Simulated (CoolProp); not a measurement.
Aqueous sodium chloride as a coolant, 15 % by mass, freezing at -10.9 °C, 1 atm.

The numbers come from the Melinder's fits for secondary coolants in CoolProp.

```json
[
 {"T (°C)": "-4.3", "viscosity (mPa s)": "2.69", "cp (kJ/(kg K))": "3.509", "density (kg/m³)": "1118", "conductivity (W/(m K))": "___"},
 {"T (°C)": "2.9", "viscosity (mPa s)": "2.13", "cp (kJ/(kg K))": "3.525", "density (kg/m³)": "1115", "conductivity (W/(m K))": "0.557"},
 {"T (°C)": "10.1", "viscosity (mPa s)": "___", "cp (kJ/(kg K))": "3.538", "density (kg/m³)": "1112", "conductivity (W/(m K))": "0.568"},
 {"T (°C)": "17.3", "viscosity (mPa s)": "1.43", "cp (kJ/(kg K))": "___", "density (kg/m³)": "1110", "conductivity (W/(m K))": "0.579"},
 {"T (°C)": "24.5", "viscosity (mPa s)": "1.21", "cp (kJ/(kg K))": "___", "density (kg/m³)": "___", "conductivity (W/(m K))": "0.591"},
 {"T (°C)": "31.7", "viscosity (mPa s)": "1.04", "cp (kJ/(kg K))": "___", "density (kg/m³)": "1103", "conductivity (W/(m K))": "0.602"},
 {"T (°C)": "38.9", "viscosity (mPa s)": "0.920", "cp (kJ/(kg K))": "3.569", "density (kg/m³)": "___", "conductivity (W/(m K))": "___"}
]
```

What belongs in the gaps?


- -4.3, conductivity (W/(m K)): 0.545
- 10.1, viscosity (mPa s): 1.72
- 17.3, cp (kJ/(kg K)): 3.549
- 24.5, cp (kJ/(kg K)): 3.558
- 24.5, density (kg/m³): 1107
- 31.7, cp (kJ/(kg K)): 3.565
- 38.9, density (kg/m³): 1100
- 38.9, conductivity (W/(m K)): 0.614
